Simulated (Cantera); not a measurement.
Input (Python, Cantera):

```python
import numpy as np
import cantera as ct

gas = ct.Solution("gri30.yaml")
gas.TPX = 1550, 26000, {'C2H6': 1, 'N2': 4.5}
inlet = ct.Reservoir(gas, clone=True)

reactor = ct.IdealGasConstPressureReactor(gas, energy="off", clone=False)
exhaust = ct.Reservoir(gas, clone=True)
tau = [0.38, 0.14, 0.051, 0.019, 0.0069, 0.0025, 0.00093, 0.00034][0]
for a, b in ((inlet, reactor), (reactor, exhaust)):
    ct.MassFlowController(a, b, mdot=lambda t: reactor.mass / tau)
net = ct.ReactorNet([reactor])
show = ['C2H6', 'H2', 'H', 'CH2', 'CH4']

rows = []
print(f"{'tau/s':>10s}{'T/K':>9s}" + "".join(f"{s:>11s}" for s in show))
for tau in [0.38, 0.14, 0.051, 0.019, 0.0069, 0.0025, 0.00093, 0.00034]:
    net.initial_time = 0.0
    net.advance(30 * tau)
    before = gas.X
    net.advance(40 * tau)
    drift = np.max(np.abs(gas.X - before) / (gas.X + 1e-9))
    rows.append([gas.T, *gas[show].X, drift])
    print(f"{tau:10.3e}{gas.T:9.1f}" + "".join(f"{x:11.3e}" for x in gas[show].X))
```

Result:

```
     tau/s      T/K       C2H6         H2          H        CH2        CH4
 3.800e-01   1550.0  2.034e-04  2.215e-01  7.042e-05  5.892e-08  3.470e-02
 1.400e-01   1550.0  4.484e-04  2.144e-01  8.926e-05  1.118e-07  3.931e-02
 5.100e-02   1550.0  1.009e-03  2.043e-01  1.112e-04  2.114e-07  4.493e-02
 1.900e-02   1550.0  2.270e-03  1.906e-01  1.338e-04  3.881e-07  5.111e-02
 6.900e-03   1550.0  5.330e-03  1.709e-01  1.558e-04  7.125e-07  5.681e-02
 2.500e-03   1550.0  1.280e-02  1.445e-01  1.717e-04  1.286e-06  5.895e-02
 9.300e-04   1550.0  3.000e-02  1.128e-01  1.741e-04  2.177e-06  5.311e-02
 3.400e-04   1550.0  6.540e-02  7.672e-02  1.588e-04  3.251e-06  3.672e-02
```

Cantera simulation using GRI-Mech 3.0 (53 species, 325 reactions); the numbers are that mechanism's predictions, not measurements. GRI-Mech 3.0 stops at C3 and has no aromatics, soot or wall deposition, so with more carbon than oxygen in the feed, carbon stays in small species such as C2H2 where larger ones or solid carbon would form.
